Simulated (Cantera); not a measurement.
Feed: 1 mol TEOS, 2.2 mol NO, 16 mol N2, equilibrated at 1325 °C and 7.50 Torr.

These are equilibrium values from Cantera (NASA tables, ideal gas, pure condensed phases), not measurements of a reactor. Candidate condensed phases: C, C6H6, C7H8, C8H18, H2O, Si, SiC, SiO2, Si2N2O, Si3N4; 151 gas species. The feed counts by its element totals alone. Equilibrium is a limit: real reactors are often held back by kinetics, nucleation or transport.

Base state: N2 0.513, H2 0.300, CO 0.186, HCN 0.000793, SiO 0.000534, H 0.000291, HNC 1.80e-5 (mole fractions); condensed: C(graphite) + SiC(s).

Q: What changes in the equilibrium state with this change: TEOS replaced by Si2H6?

A: 
| species | before | after |
|---|---|---|
| N2 | 0.513 | 0.836 |
| H2 | 0.300 | 0.151 |
| SiO | 0.000534 | 0.0128 |
| CO | 0.186 | 0 |
| HCN | 0.000793 | 0 |
| HNC | 1.80e-5 | 0 |
| C(graphite), mol | 0.808 | 0 |
| SiC(s), mol | 0.982 | 0 |
| SiO2(β-quartz), mol | 0 | 0.715 |
| Si2N2O(s), mol | 0 | 0.515 |
Mutual solubility and eutectic melting of coexisting phases are not modelled. The tables hold silica as quartz up to 1696 K and as liquid above; real silica turns to tridymite and cristobalite and melts near 1996 K.

Q: What changes in the equilibrium state with this change: temperature from 1325 °C to 1152 °C?

A: 
| species | before | after |
|---|---|---|
| N2 | 0.513 | 0.514 |
| H2 | 0.300 | 0.309 |
| CO | 0.186 | 0.176 |
| SiO | 0.000534 | 3.38e-5 |
| H | 0.000291 | 3.79e-5 |
| HNC | 1.80e-5 | 3.15e-6 |
| HCN | 0.000793 | 0.000241 |
| C(graphite), mol | 0.808 | 2.29 |
| SiC(s), mol | 0.982 | 0 |
| Si2N2O(s), mol | 0 | 0.499 |

Q: What changes in the equilibrium state with this change: temperature from 1325 °C to 625 °C?

A: 
```json
[
 {"species": "N2", "before": "0.513", "after": "0.548"},
 {"species": "H2", "before": "0.300", "after": "0.319"},
 {"species": "CO", "before": "0.186", "after": "0.131"},
 {"species": "SiO", "before": "0.000534", "after": "<1e-9"},
 {"species": "H", "before": "0.000291", "after": "<1e-9"},
 {"species": "HNC", "before": "1.80e-5", "after": "<1e-9"},
 {"species": "CO2", "before": "1.02e-7", "after": "0.00101"},
 {"species": "HCN", "before": "0.000793", "after": "3.52e-7"},
 {"species": "H2O", "before": "4.92e-7", "after": "0.00105"},
 {"species": "C(graphite), mol", "before": "0.808", "after": "3.85"},
 {"species": "SiC(s), mol", "before": "0.982", "after": "0"},
 {"species": "SiO2(β-quartz), mol", "before": "0", "after": "1.00"}
]
```
